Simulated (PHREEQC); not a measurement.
1 kg of water holding 0.0049 mol/kgw KCl, 0.41 mol/kgw NaHCO3 and 0.44 mol/kgw NaCl is evaporated at 25 °C; the solids stay in contact with the brine. No CO2 enters from the air. Only these solids could form: Halite, Kalicinite, Nahcolite, Natron, Sylvite, Trona.

Equilibrium calculation in PHREEQC: Pitzer model, pitzer.dat.

```tsv
water left (kg)	ionic strength	water activity	Halite (mol)	Nahcolite (mol)
1	0.862	0.973	0	0
0.8219	1.05	0.968	0	0
0.6755	1.28	0.961	0	0
0.4563	1.81	0.944	0	0.0358
0.375	1.95	0.938	0	0.128
0.3082	2.14	0.931	0	0.200
0.2533	2.37	0.922	0	0.257
0.2081	2.68	0.910	0	0.300
0.171	3.06	0.895	0	0.333
0.1155	4.16	0.848	0	0.375
0.09489	4.93	0.813	0	0.387
0.07796	5.89	0.768	0	0.396
0.06405	6.25	0.750	0.0549	0.400
0.05262	6.26	0.749	0.124	0.402
0.04322	6.27	0.749	0.181	0.403
0.02917	6.30	0.748	0.266	0.405
0.02394	6.32	0.748	0.298	0.406
0.01965	6.34	0.747	0.324	0.407
0.01614	6.37	0.747	0.345	0.407
0.01324	6.40	0.746	0.362	0.408
0.01086	6.44	0.745	0.377	0.408
0.007293	6.55	0.741	0.398	0.409
0.005959	6.63	0.739	0.406	0.409
0.004878	6.72	0.737	0.413	0.409
```

Nahcolite from water left = 0.4563 kg (pH 7.58); Halite from water left = 0.06405 kg (pH 7.16).
